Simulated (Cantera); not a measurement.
A closed system holds: 1 mol SiF4, 0.41 mol C3H8, 390 mol H2, equilibrated at 1002 °C.

Cantera equilibrium calculation (NASA polynomials, part measured and part estimated; ideal gas, pure solids and liquids). Candidate condensed phases: C, C6H6, C7H8, C8H18, Si, SiC; 113 gas species. The tables' values for SiF3, SiF2 are old estimates; treat these amounts as uncertain. The numbers say what is thermodynamically allowed, not how fast it happens.

x: gas mole fraction; n: condensed amount in mol.

```json
[
 {"P (Pa)": "100", "x H2": "0.995", "x CH4": "…", "x HF": "0.00302", "x SiF4": "0.00163", "x SiHF3": "3.92e-5", "x SiF3": "0.000159", "n C(graphite)": "0.951", "n SiC(s)": "0.275"},
 {"P (Pa)": "320", "x H2": "0.996", "x CH4": "…", "x HF": "0.00232", "x SiF4": "0.00182", "x SiHF3": "5.69e-5", "x SiF3": "0.000129", "n C(graphite)": "1.01", "n SiC(s)": "0.208"},
 {"P (Pa)": "1000", "x H2": "0.996", "x CH4": "…", "x HF": "0.00178", "x SiF4": "0.00196", "x SiHF3": "8.00e-5", "x SiF3": "0.000103", "n C(graphite)": "1.04", "n SiC(s)": "0.156"},
 {"P (Pa)": "3200", "x H2": "0.996", "x CH4": "…", "x HF": "0.00135", "x SiF4": "0.00206", "x SiHF3": "0.000111", "x SiF3": "7.99e-5", "n C(graphite)": "1.00", "n SiC(s)": "0.113"},
 {"P (Pa)": "10000", "x H2": "0.996", "x CH4": "…", "x HF": "0.00102", "x SiF4": "0.00213", "x SiHF3": "0.000151", "x SiF3": "6.15e-5", "n C(graphite)": "0.791", "n SiC(s)": "0.0781"},
 {"P (Pa)": "32000", "x H2": "0.994", "x CH4": "0.00293", "x HF": "0.000767", "x SiF4": "0.00217", "x SiHF3": "0.000205", "x SiF3": "4.66e-5", "n C(graphite)": "0.0337", "n SiC(s)": "0.0484"},
 {"P (Pa)": "100000", "x H2": "0.994", "x CH4": "0.00314", "x HF": "0.000448", "x SiF4": "0.00214", "x SiHF3": "0.000346", "x SiF3": "4.45e-5", "n C(graphite)": "0", "n SiC(s)": "0"}
]
```

### Question
What belongs in the gaps?

### Answer

- 100, x CH4: 9.18e-6
- 320, x CH4: 2.94e-5
- 1000, x CH4: 9.19e-5
- 3200, x CH4: 0.000294
- 10000, x CH4: 0.000919
